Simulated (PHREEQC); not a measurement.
4.1 g of hydrous ferric oxide (600 m²/g; 0.2 weak and 0.005 strong sites per Fe, Dzombak-Morel constants, diffuse double layer) in 1 kg of water with 0.01 mol/kgw of an inert sodium salt and 0.0024 mol MnCl2, at 25 °C; the pH is set by adding NaOH or the inert anion's acid. The system is closed to oxygen. CO2 from the air is kept out. Nothing may precipitate in this run.

Model: ion-association model, wateq4f.dat, run in PHREEQC.

| pH | Mn sorbed (%) | surface charge σ (C/m²) | surface potential ψ (mV) |
|---|---|---|---|
| 4 | 0.0 | 0.251 | 175 |
| 4.67 | 0.3 | 0.172 | 157 |
| 5.33 | 2.9 | 0.108 | 134 |
| 6 | 9.8 | 0.063 | 109 |
| 6.67 | ? | 0.035 | ? |
| 7.33 | 71.0 | ? | 62 |
| 8 | 96.1 | 0.011 | ? |
| 8.67 | 99.8 | 0.000 | 2 |
| 9.33 | 100.0 | -0.010 | -34 |
| 10 | 100.0 | -0.025 | -68 |
| 10.67 | 100.0 | ? | -99 |
| 11.33 | 100.0 | -0.088 | -124 |
| 12 | 100.0 | -0.141 | -137 |

Problem. Fill in the missing entries.

Solution. 
- 6.67, Mn sorbed (%): 27.5
- 6.67, surface potential ψ (mV): 82
- 7.33, surface charge σ (C/m²): 0.022
- 8, surface potential ψ (mV): 36
- 10.67, surface charge σ (C/m²): -0.050
